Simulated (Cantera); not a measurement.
A perfectly stirred reactor is fed with 26.2 % CO, 1.67 % H₂, 1.81 % CH₄, 14.6 % O₂, 55.0 % N₂, 0.785 % H₂O, equivalence ratio 1.2, at 4.93 atm; it is adiabatic with a 775 K inlet, and is followed from long to short residence time, starting on the burning branch (τ in s: 0.12, 0.055, 0.024, 0.011, 0.0046, 0.002, 0.00089, 0.00039, 0.00017, 7.5e-05, 3.3e-05, 1.5e-05).

Detailed kinetics in Cantera: GRI-Mech 3.0 (53 species, 325 reactions).

Q: Predict: blow-out, bracketed by the residence times tried; x(CO) at τ = 0.120 s; x(H₂) at τ = 0.120 s; x(CH₄) at τ = 0.120 s; x(HO₂) at τ = 0.120 s; x(H) at τ = 0.120 s; x(CO) at τ = 0.890 ms; x(H₂) at τ = 0.890 ms; x(CH₄) at τ = 0.890 ms; x(HO₂) at τ = 0.890 ms; x(H) at τ = 0.890 ms.

A: 
```
Property                                                                          Result
------------------------------------------------  --------------------------------------
blow-out, bracketed by the residence times tried  burning at 15.0 µs, the shortest tried
x(CO) at τ = 0.120 s                                                              0.0841
x(H₂) at τ = 0.120 s                                                             0.00346
x(CH₄) at τ = 0.120 s                                                            5.35e-8
x(HO₂) at τ = 0.120 s                                                            1.89e-6
x(H) at τ = 0.120 s                                                              0.00116
x(CO) at τ = 0.890 ms                                                             0.0948
x(H₂) at τ = 0.890 ms                                                            0.00405
x(CH₄) at τ = 0.890 ms                                                           4.77e-6
x(HO₂) at τ = 0.890 ms                                                           3.40e-6
x(H) at τ = 0.890 ms                                                             0.00211
```
